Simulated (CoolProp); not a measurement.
Properties of CHF3 (R23) along the isotherm 205.1 K (Tc = 299.3 K, pc = 48.32 bar, ω = 0.263).

Computed with CoolProp (reference Helmholtz-energy equation of state, Penoncello 2003).

| p (bar) | phase | speed of sound (m/s) | expansivity (1/kK) | viscosity (µPa s) |
|---|---|---|---|---|
| 2.2 | liquid | (withheld) | 2.911 | 246 |
| 4.39 | liquid | (withheld) | 2.901 | 246 |
| 6.59 | liquid | 750.3 | 2.892 | 247 |
| 8.78 | liquid | 751.8 | 2.882 | 248 |
| 11 | liquid | 753.4 | (withheld) | 248 |
| 13.2 | liquid | 754.9 | 2.864 | 249 |
| 15.4 | liquid | 756.4 | 2.855 | 249 |
| 17.6 | liquid | 757.9 | 2.846 | 250 |
| 19.8 | liquid | 759.4 | 2.837 | 250 |
| 22 | liquid | (withheld) | (withheld) | (withheld) |
| 24.2 | liquid | 762.4 | 2.819 | 252 |

### Question
Some entries are withheld; supply them.

### Answer

- 2.2, speed of sound (m/s): 747.2
- 4.39, speed of sound (m/s): 748.8
- 11, expansivity (1/kK): 2.873
- 22, speed of sound (m/s): 760.9
- 22, expansivity (1/kK): 2.828
- 22, viscosity (µPa s): 251

Viscosity comes from a separate model (Shan 2000).
